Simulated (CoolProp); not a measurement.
R125 at several states: fugacity coefficient from the reference equation and from simpler models built on Tc = 66.0 °C, pc = 3.618 MPa, ω = 0.305; each cubic takes its own stable root.

Model: reference Helmholtz-energy equation of state, Lemmon 2005, in CoolProp.

```csv
T (°C),p (MPa),phase,reference
110.85,3.14,gas,0.8171
43.25,9.79,liquid,0.2222
177.65,0.0334,gas,0.9989
-42.65,0.734,liquid,0.1746
217.05,0.0441,gas,0.9989
```

How far does each simpler model (van der Waals, Redlich-Kwong, Soave-Redlich-Kwong, Peng-Robinson) lie from the reference over these 5 states: mean and median of the absolute difference, and the worst?


- van der Waals: mean 73.9 %, median 0.5 %, worst +328.0 % at -42.65 °C and 0.734 MPa
- Redlich-Kwong: mean 19.8 %, median 1.5 %, worst +82.7 % at -42.65 °C and 0.734 MPa
- Soave-Redlich-Kwong: mean 1.5 %, median 0.5 %, worst +6.3 % at 43.25 °C and 9.79 MPa
- Peng-Robinson: mean 0.7 %, median 0.4 %, worst -2.2 % at 110.85 °C and 3.14 MPa
